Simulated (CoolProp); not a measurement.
Vapour-liquid equilibrium of CH2F2 (R32) (1) + R134a (2) at 709 kPa; x and y are mole fractions of (1).

Computed with CoolProp (multi-fluid Helmholtz-energy mixture model, Tillner-Roth 1997 and Tillner-Roth 1994; pair parameters Lemmon 2004).

Question: Give the bubble temperature and the first vapour's composition at x = 0.05, 0.35, 0.65. Is there an azeotrope?

Answer: x = 0.05: 297.9 K, y = 0.104; x = 0.35: 286.0 K, y = 0.548; x = 0.65: 277.1 K, y = 0.809. No azeotrope shows between x = 0.05 and 0.95.

The pair parameters rest on a limited set of measurements; away from them the model extrapolates.
